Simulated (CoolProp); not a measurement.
Vapour-liquid equilibrium of diethyl ether (1) + benzene (2) at 294.8 K; x and y are mole fractions of (1).

The numbers come from the multi-fluid Helmholtz-energy mixture model, Thol 2014 and Thol 2012; pair parameters Bell 2016 in CoolProp.

| x | bubble pressure (bar) | y at the bubble point | dew pressure at overall composition x (bar) | liquid density (mol/L) |
|---|---|---|---|---|
| 0.05 | 0.1343 | 0.231 | 0.1132 | 11.14 |
| 0.15 | 0.1854 | 0.499 | 0.1240 | 10.98 |
| 0.25 | 0.2363 | 0.651 | 0.1370 | 10.81 |
| 0.35 | 0.2872 | 0.750 | 0.1530 | 10.65 |
| 0.45 | 0.3384 | 0.820 | 0.1733 | 10.49 |
| 0.55 | 0.3900 | 0.871 | 0.1998 | 10.33 |
| 0.65 | 0.4422 | 0.911 | 0.2357 | 10.17 |
| 0.75 | 0.4948 | 0.943 | 0.2871 | 10.01 |
| 0.85 | 0.5478 | 0.969 | 0.3668 | 9.846 |
| 0.95 | 0.6012 | 0.991 | 0.5074 | 9.683 |

No azeotrope shows between x = 0.05 and 0.95.

Pair parameters are fitted to limited data, so mixtures are less certain than the pure fluids.
